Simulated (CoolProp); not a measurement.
R1123 along the isotherm -47.05 °C: fugacity coefficient from the reference equation and from simpler models built on Tc = 58.6 °C, pc = 4.549 MPa, ω = 0.243; each cubic takes its own stable root.

Computed with CoolProp (reference Helmholtz-energy equation of state, Akasaka 2020).

```csv
p (MPa),phase,reference,Redlich-Kwong,Soave-Redlich-Kwong
0.00719,gas,0.9980,0.9984,0.9983
0.0112,gas,0.9969,0.9976,0.9973
0.0174,gas,0.9952,0.9962,0.9958
0.0272,gas,0.9925,0.9941,0.9935
0.0423,gas,0.9883,0.9908,0.9899
0.0658,gas,0.9818,0.9857,0.9843
0.102,gas,0.9718,0.9779,0.9757
0.16,gas,0.9557,0.9654,0.9619
0.248,liquid,0.7625,0.9464,0.7669
0.387,liquid,0.4909,0.7634,0.4940
0.602,liquid,0.3179,0.4948,0.3201
0.938,liquid,0.2063,0.3217,0.2080
1.46,liquid,0.1349,0.2108,0.1362
2.27,liquid,0.08915,0.1398,0.09025
```

At some of these states Redlich-Kwong gives the other phase, because its saturation line lies elsewhere.
